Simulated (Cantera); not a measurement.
Mixture: CO : H2 : CH4 : O2 : N2 = 1 : 0.074 : 0.37 : 0.798 : 3 (molar parts), equivalence ratio 1.6, at 1.20 bar, adiabatic and at constant volume. Ignition delay is the time to a rise of 400 K.

Model: GRI-Mech 3.0 (53 species, 325 reactions), integrated in Cantera. Below about 1000 K GRI-Mech 3.0 lacks low-temperature oxidation paths. Below about 950 K walls govern HO2 and H2O2 in real vessels.

Question: What does this change do: constant pressure in place of constant volume?

Answer: 
| quantity | before | after |
|---|---|---|
| delay at 923 K | 0.134 s | 0.148 s |
| delay at 973 K | 83.7 ms | 90.8 ms |
| delay at 1023 K | 54.3 ms | 59.1 ms |
| delay at 1073 K | 33.4 ms | 36.6 ms |
| delay at 1123 K | 19.8 ms | 21.7 ms |
| delay at 1173 K | 11.5 ms | 12.7 ms |
| delay at 1223 K | 6.68 ms | 7.34 ms |
| apparent activation energy between 1123 and 1223 K | 120 kJ/mol | 120 kJ/mol |
